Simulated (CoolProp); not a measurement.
Dimethyl carbonate along the isobar 0.626 MPa: density (kg/m³) from the reference equation and from simpler models built on Tc = 283.9 °C, pc = 4.909 MPa, ω = 0.346; each cubic takes its own stable root.

Values from CoolProp's reference Helmholtz-energy equation of state, Zhou 2011.

```
T (°C)  phase  reference
------  -----  ---------
217.85    gas      14.85
233.45    gas      14.28
248.95    gas      13.77
264.55    gas      13.29
280.15    gas      12.85
295.75    gas      12.44
311.25    gas      12.07
326.85    gas      11.71
```

Question: How far does each simpler model (ideal gas, van der Waals, Redlich-Kwong, Soave-Redlich-Kwong, Peng-Robinson) lie from the reference over these 8 states: mean and median of the absolute difference, and the worst?

Answer: 
- ideal gas: mean 5.0 %, median 4.9 %, worst -7.0 % at 217.85 °C and 0.626 MPa
- van der Waals: mean 0.8 %, median 0.7 %, worst -1.7 % at 217.85 °C and 0.626 MPa
- Redlich-Kwong: mean 0.2 %, median 0.1 %, worst -0.5 % at 217.85 °C and 0.626 MPa
- Soave-Redlich-Kwong: mean 0.0 %, median 0.0 %, worst -0.1 % at 326.85 °C and 0.626 MPa
- Peng-Robinson: mean 0.5 %, median 0.5 %, worst +0.6 % at 217.85 °C and 0.626 MPa
